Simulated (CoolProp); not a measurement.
Properties of normal hydrogen along the isotherm 22.9 K.

Values from CoolProp's reference Helmholtz-energy equation of state, Leachman 2009.

```tsv
p (MPa)	phase	Joule-Thomson coefficient (K/MPa)	isothermal compressibility (1/MPa)	conductivity (mW/(m K))	fugacity coefficient
0.054	gas	14.60	19.22	18.6	0.9657
0.108	gas	15.08	10.06	19.3	0.9315
0.162	gas	15.58	7.093	20.2	0.8971
0.216	liquid	-0.6735	0.02661	103	0.8084
0.27	liquid	-0.6818	0.02627	104	0.6522
0.324	liquid	-0.6899	0.02594	104	0.5481
0.378	liquid	-0.6979	0.02561	104	0.4738
0.432	liquid	-0.7057	0.02530	104	0.4180
0.486	liquid	-0.7133	0.02500	104	0.3747
0.54	liquid	-0.7208	0.02470	104	0.3401
0.594	liquid	-0.7281	0.02441	104	0.3118
0.648	liquid	-0.7352	0.02413	105	0.2882
```

Thermal conductivity comes from a separate model (Assael 2011).
